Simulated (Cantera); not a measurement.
Input (Python, Cantera) and output of one run.

```python
import numpy as np
import cantera as ct

gas_names = """
    H HO2 H2 H2O H2O2 H2S H2SO4 O OH O2 O3 S SH SO SO2 SO3 S2 S2O S8
""".split()
cond_names = """
    H2O(s) H2O(L) H2SO4(L) S(cr1) S(cr2) S(L)
""".split()


def load(file, names, dense=False):
    # The tables refer to 1 bar. Condensed volumes are neglected.
    table = {s.name: s for s in ct.Species.list_from_file(file)}
    out = []
    for n in names:
        d = dict(table[n].input_data)
        d["thermo"] = dict(d["thermo"], **{"reference-pressure": 1e5})
        if dense:
            d["equation-of-state"] = {"model": "constant-volume", "density": "1e6 g/cm^3"}
        out.append(ct.Species.from_dict(d))
    return out


gas = ct.Solution(thermo="ideal-gas", species=load("nasa_gas.yaml", gas_names))
cond = {s.name: ct.Solution(thermo="fixed-stoichiometry", species=[s], name=s.name)
        for s in load("nasa_condensed.yaml", cond_names, dense=True)}
atoms = {
    'H2O': {'H': 2, 'O': 1},
    'SO2': {'S': 1, 'O': 2},
    'O2': {'O': 2},
}
top_T = {}  # K; cautious upper limits of use, not melting points


def equilibrate(T, P, feed):
    n = {}
    for name, mol in feed.items():
        for a, k in atoms[name].items():
            n[a] = n.get(a, 0.0) + k * mol
    gas.TPX = T, P, n
    mass = sum(n.values()) * gas.mean_molecular_weight
    gas.equilibrate("TP")
    valid = [c for c in cond.values() if c.min_temp <= T <= top_T.get(c.name, c.max_temp)]
    mix = ct.Mixture([(gas, mass / gas.mean_molecular_weight)] + [(c, 0.0) for c in valid])
    mix.T, mix.P = T, P
    mix.equilibrate("TP", solver="vcs", rtol=1e-11, max_steps=5000)
    return mix


results = []
feed = {'H2O': 1, 'SO2': 0.015, 'O2': 0.6}  # mol
P = 1000  # Pa
for T in [1525, 1600, 1675, 1750, 1825, 1900, 1975, 2050, 2125, 2200, 2275]:
    mix = equilibrate(T, P, feed)
    results.append((T, P, feed, dict(zip(mix.species_names, mix.species_moles))))
    x = sorted(zip(gas.X, gas.species_names), reverse=True)
    print(f"T = {T:g} K  P = {P:g} Pa  gas = {mix.phase_moles(0):.4g} mol")
    print("   x: " + "  ".join(f"{s} {v:.3e}" for v, s in x if v > 0.001))
    print("   condensed (mol): " + ("  ".join(f"{mix.phase(i).name} {mix.phase_moles(i):.4g}"
          for i in range(1, mix.n_phases) if mix.phase_moles(i) > 1e-12) or "none"))
```

It prints:

```
T = 1525 K  P = 1000 Pa  gas = 1.615 mol
   x: H2O 6.186e-01  O2 3.712e-01  SO2 9.267e-03
   condensed (mol): none
T = 1600 K  P = 1000 Pa  gas = 1.616 mol
   x: H2O 6.180e-01  O2 3.709e-01  SO2 9.270e-03  OH 1.604e-03
   condensed (mol): none
T = 1675 K  P = 1000 Pa  gas = 1.616 mol
   x: H2O 6.171e-01  O2 3.705e-01  SO2 9.270e-03  OH 2.772e-03
   condensed (mol): none
T = 1750 K  P = 1000 Pa  gas = 1.618 mol
   x: H2O 6.156e-01  O2 3.697e-01  SO2 9.265e-03  OH 4.567e-03
   condensed (mol): none
T = 1825 K  P = 1000 Pa  gas = 1.619 mol
   x: H2O 6.132e-01  O2 3.686e-01  SO2 9.253e-03  OH 7.215e-03
   condensed (mol): none
T = 1900 K  P = 1000 Pa  gas = 1.622 mol
   x: H2O 6.095e-01  O2 3.669e-01  OH 1.097e-02  SO2 9.233e-03  O 1.807e-03  H2 1.311e-03
   condensed (mol): none
T = 1975 K  P = 1000 Pa  gas = 1.627 mol
   x: H2O 6.038e-01  O2 3.644e-01  OH 1.613e-02  SO2 9.198e-03  O 3.326e-03  H2 2.383e-03
   condensed (mol): none
T = 2050 K  P = 1000 Pa  gas = 1.634 mol
   x: H2O 5.955e-01  O2 3.609e-01  OH 2.296e-02  SO2 9.140e-03  O 5.846e-03  H2 4.135e-03  H 1.459e-03
   condensed (mol): none
T = 2125 K  P = 1000 Pa  gas = 1.646 mol
   x: H2O 5.835e-01  O2 3.560e-01  OH 3.172e-02  O 9.854e-03  SO2 9.048e-03  H2 6.866e-03  H 3.009e-03
   condensed (mol): none
T = 2200 K  P = 1000 Pa  gas = 1.663 mol
   x: H2O 5.663e-01  O2 3.493e-01  OH 4.257e-02  O 1.598e-02  H2 1.093e-02  SO2 8.904e-03  H 5.889e-03
   condensed (mol): none
T = 2275 K  P = 1000 Pa  gas = 1.688 mol
   x: H2O 5.426e-01  O2 3.403e-01  OH 5.550e-02  O 2.501e-02  H2 1.670e-02  H 1.097e-02  SO2 8.687e-03
   condensed (mol): none
```

These are equilibrium values from Cantera (NASA tables, ideal gas, pure condensed phases), not measurements of a reactor.
